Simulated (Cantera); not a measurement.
Feed: 1 mol AlN, 0.21 mol O2, equilibrated at 1723 K and 28.5 Torr.

These are equilibrium values from Cantera (NASA tables, ideal gas, pure condensed phases), not measurements of a reactor. Candidate condensed phases: Al, AlN, Al2O3; 16 gas species. Mutual solubility and eutectic melting of coexisting phases are not modelled. The numbers say what is thermodynamically allowed, not how fast it happens.

Base state: N2 1.000 (mole fractions); condensed: AlN(s) + Al2O3(s).

What changes in the equilibrium state with this change: O2 from 0.21 to 1.2 mol?


| species | before | after |
|---|---|---|
| N2 | 1.000 | 0.524 |
| O2 | <1e-9 | 0.472 |
| NO | <1e-9 | 0.00387 |
| O | <1e-9 | 0.000200 |
| AlN(s), mol | 0.720 | 0 |
| Al2O3(s), mol | 0.140 | 0.500 |

What changes in the equilibrium state with this change: pressure from 28.5 Torr to 0.428 Torr?


```csv
species,before,after
N2,1.000,0.996
Al,6.12e-6,0.00334
Al2O,7.65e-7,0.000841
"AlN(s), mol",0.720,0.719
"Al2O3(s), mol",0.140,0.140
```

What changes in the equilibrium state with this change: O2 from 0.21 to 4.1 mol?


```tsv
species	before	after
O2	<1e-9	0.869
N2	1.000	0.129
NO	<1e-9	0.00260
O	<1e-9	0.000272
AlN(s), mol	0.720	0
Al2O3(s), mol	0.140	0.500
```
